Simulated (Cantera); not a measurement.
What does this Cantera script print?

```python
import numpy as np
import cantera as ct

gas = ct.Solution("gri30.yaml")
gas.TPX = 1623, 1000000, {'CH4': 1, 'CO': 0.84, 'O2': 7.56, 'N2': 28.4, 'CO2': 4.4}
reactor = ct.IdealGasConstPressureReactor(gas, energy="on", clone=False)
net = ct.ReactorNet([reactor])
net.rtol, net.atol = 1e-08, 1e-16
show = ['CH4', 'CO', 'O2', 'H2O', 'OH']
times = np.geomspace(8e-06, 10, 15)

steps = ct.SolutionArray(gas, extra=["t"])
rows = []
print(f"{'t/s':>10s}{'T/K':>9s}{'P/Pa':>11s}" + "".join(f"{s:>11s}" for s in show))
for t in times:
    while net.time < t:
        t_next = net.step()
        steps.append(gas.state, t=t_next)
    rows.append([np.interp(t, steps.t, y) for y in (steps.T, steps.P, *steps(*show).X.T)])
    print(f"{t:10.3e}{rows[-1][0]:9.1f}{rows[-1][1]:11.4g}" + "".join(f"{x:11.3e}" for x in rows[-1][2:]))
rate = np.gradient(steps.T, steps.t)
print("integrator steps:", len(steps.t))
if steps.T.max() > steps.T[0] + 200:
    print(f"time of steepest temperature rise: {steps.t[rate.argmax()]:.4e} s")
gas.TPX = 1623, 1000000, {'CH4': 1, 'CO': 0.84, 'O2': 7.56, 'N2': 28.4, 'CO2': 4.4}
gas.equilibrate("HP")
print(f"equilibrium (HP): T = {gas.T:.1f} K  " + "  ".join(f"{s} {gas[s].X[0]:.3e}" for s in show))
```

Result:

```
       t/s      T/K       P/Pa        CH4         CO         O2        H2O         OH
 8.000e-06   1623.0      1e+06  2.365e-02  1.990e-02  1.791e-01  2.620e-05  7.468e-07
 2.181e-05   1624.4      1e+06  2.320e-02  1.989e-02  1.788e-01  3.319e-04  4.862e-06
 5.944e-05   2061.7      1e+06  2.514e-14  1.908e-02  1.285e-01  4.418e-02  4.529e-03
 1.620e-04   2221.9      1e+06  1.758e-17  1.144e-03  1.228e-01  4.678e-02  1.917e-03
 4.416e-04   2223.6      1e+06  2.945e-18  9.521e-04  1.227e-01  4.682e-02  1.847e-03
 1.204e-03   2223.5      1e+06  3.029e-20  9.511e-04  1.227e-01  4.683e-02  1.845e-03
 3.281e-03   2222.9      1e+06  3.211e-21  9.483e-04  1.225e-01  4.683e-02  1.841e-03
 8.944e-03   2221.6      1e+06  3.107e-21  9.409e-04  1.222e-01  4.683e-02  1.830e-03
 2.438e-02   2218.2      1e+06  2.936e-21  9.232e-04  1.214e-01  4.685e-02  1.803e-03
 6.646e-02   2212.0      1e+06  2.639e-21  8.906e-04  1.199e-01  4.688e-02  1.754e-03
 1.811e-01   2206.4      1e+06  2.397e-21  8.624e-04  1.185e-01  4.690e-02  1.710e-03
 4.938e-01   2205.4      1e+06  2.358e-21  8.577e-04  1.183e-01  4.691e-02  1.703e-03
 1.346e+00   2205.4      1e+06  2.357e-21  8.577e-04  1.183e-01  4.691e-02  1.703e-03
 3.669e+00   2205.4      1e+06  2.357e-21  8.577e-04  1.183e-01  4.691e-02  1.703e-03
 1.000e+01   2205.4      1e+06  2.357e-21  8.577e-04  1.183e-01  4.691e-02  1.703e-03
integrator steps: 1649
time of steepest temperature rise: 5.1810e-05 s
equilibrium (HP): T = 2205.4 K  CH4 3.524e-21  CO 8.577e-04  O2 1.183e-01  H2O 4.691e-02  OH 1.703e-03
```

Model: GRI-Mech 3.0 (53 species, 325 reactions), integrated in Cantera.
